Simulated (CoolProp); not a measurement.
Model: reference Helmholtz-energy equation of state, Lemmon 2006, in CoolProp. It is a short technical equation, of lower accuracy than the large ones.

### Question
Give the vapour pressure (bar), vapour Z, liquid viscosity (µPa s), liquid conductivity (mW/(m K)) of saturated C3F8 (R218) at 274.2, 289.8 K.

### Answer
```
T (K)  p (bar)  vapour Z  liquid viscosity (µPa s)  liquid conductivity (mW/(m K))
-----  -------  --------  ------------------------  ------------------------------
274.2     4.29     0.859                       241                            51.7
289.8     6.88     0.803                       190                            47.5
```

Viscosity comes from a separate model (Huber 2003), an estimate that may be off by 10 % or more. Thermal conductivity comes from a separate model (Huber 2003), an estimate that may be off by 10 % or more.
